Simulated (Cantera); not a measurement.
A closed system holds: 1 mol SiF4, 2.2 mol O3, 73 mol H2, 0.12 mol H2O, held at 750 K and 70.0 mbar.

Equilibrium computed with Cantera from the NASA thermochemical tables; the gas is ideal and each condensed phase is pure. Candidate condensed phases: H2O, Si, SiO2; 38 gas species. Kinetics and transport are ignored.

Base state: H2 0.888, H2O 0.0734, HF 0.0331, SiF4 0.00511 (mole fractions); condensed: SiO2(α-quartz).

What changes in the equilibrium state with this change: temperature from 750 K to 1298.15 K?


```json
[
 {"species": "H2", "before": "0.888", "after": "0.884"},
 {"species": "H2O", "before": "0.0734", "after": "0.0629"},
 {"species": "HF", "before": "0.0331", "after": "0.0531"},
 {"species": "SiF4", "before": "0.00511", "after": "3.21e-5"},
 {"species": "SiO2(α-quartz), mol", "before": "0.618", "after": "0"},
 {"species": "SiO2(β-quartz), mol", "before": "0", "after": "0.998"}
]
```
The tables hold silica as quartz up to 1696 K and as liquid above; real silica turns to tridymite and cristobalite and melts near 1996 K.
